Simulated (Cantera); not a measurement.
Feed: 1 mol Si3N4, 1.3 mol H2O, 220 mol H2, 0.71 mol N2O, held at 1650 °C and 0.100 bar.

Equilibrium computed with Cantera from the NASA thermochemical tables; the gas is ideal and each condensed phase is pure. Candidate condensed phases: H2O, Si, SiO2, Si2N2O, Si3N4; 35 gas species. Gases not in the tables: Si2H6 and higher silanes. The numbers say what is thermodynamically allowed, not how fast it happens.

Base state: H2 0.976, N2 0.0120, SiO 0.00888, H 0.00294, Si 0.000170, SiH2 6.57e-5, SiH 4.34e-5 (mole fractions); condensed: Si(l).

Problem. What changes in the equilibrium state with this change: N2O from 0.71 to 0.054 mol?

Solution. 
```json
[
 {"species": "H2", "before": "0.976", "after": "0.982"},
 {"species": "N2", "before": "0.0120", "after": "0.00912"},
 {"species": "SiO", "before": "0.00888", "after": "0.00602"},
 {"species": "SiH2", "before": "6.57e-5", "after": "6.61e-5"},
 {"species": "H", "before": "0.00294", "after": "0.00295"},
 {"species": "SiH", "before": "4.34e-5", "after": "4.35e-5"},
 {"species": "Si", "before": "0.000170", "after": "0.000170"},
 {"species": "Si(l), mol", "before": "0.925", "after": "1.58"}
]
```

Problem. What changes in the equilibrium state with this change: temperature from 1650 °C to 1827 °C?

Solution. 
```csv
species,before,after
H2,0.976,0.968
N2,0.0120,0.0119
H,0.00294,0.00969
Si,0.000170,0.00133
SiO,0.00888,0.00884
Si2,1.45e-6,1.74e-5
SiH,4.34e-5,0.000225
Si2N,2.62e-6,1.15e-5
SiH2,6.57e-5,0.000177
"Si(l), mol",0.925,0.577
```
